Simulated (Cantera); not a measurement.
Charge: 1 mol V2O3, 170 mol H2, 1.5 mol H2O, held at 79.0 Pa.

Cantera equilibrium calculation (NASA polynomials, part measured and part estimated; ideal gas, pure solids and liquids). Candidate condensed phases: H2O, V, VO, V2O3, V2O4, V2O5; 12 gas species. VO: taken at fixed stoichiometry. The numbers say what is thermodynamically allowed, not how fast it happens.

Problem. At 1798 K, list the 6 most abundant gas species with their mole fractions, and the condensed phases.

Solution. H2 0.973, H2O 0.0140, H 0.0124, VO2 0.000507, VO 7.42e-5, OH 1.17e-5. Condensed: VO(s).
